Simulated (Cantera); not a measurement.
A closed system holds: 1 mol TEOS, 4.6 mol H2O, 2.1 mol N2, 4.3 mol CO2, equilibrated at 0.00370 bar.

These are equilibrium values from Cantera (NASA tables, ideal gas, pure condensed phases), not measurements of a reactor. Candidate condensed phases: C, C6H6, C7H8, C8H18, H2O, Si, SiC, SiO2, Si2N2O, Si3N4; 151 gas species. The feed counts by its element totals alone. The tables hold silica as quartz up to 1696 K and as liquid above; real silica turns to tridymite and cristobalite and melts near 1996 K. Kinetics and transport are ignored.

**Question.** Which condensed phases are stable at each of these points (T (K)): 698, 773, 848, 923, 998, 1073, 1148, 1223, 1298?

**Answer.** 
| T (K) | condensed phases | Si condensed (%) |
|---|---|---|
| 698 | C(graphite) + SiO2(α-quartz) | 100.0 |
| 773 | C(graphite) + SiO2(α-quartz) | 100.0 |
| 848 | SiO2(β-quartz) | 100.0 |
| 923 | SiO2(β-quartz) | 100.0 |
| 998 | SiO2(β-quartz) | 100.0 |
| 1073 | SiO2(β-quartz) | 100.0 |
| 1148 | SiO2(β-quartz) | 100.0 |
| 1223 | SiO2(β-quartz) | 100.0 |
| 1298 | SiO2(β-quartz) | 100.0 |

From 698 K to 773 K the condensed part is C(graphite) + SiO2(α-quartz). From 848 K to 1298 K the condensed part is SiO2(β-quartz).
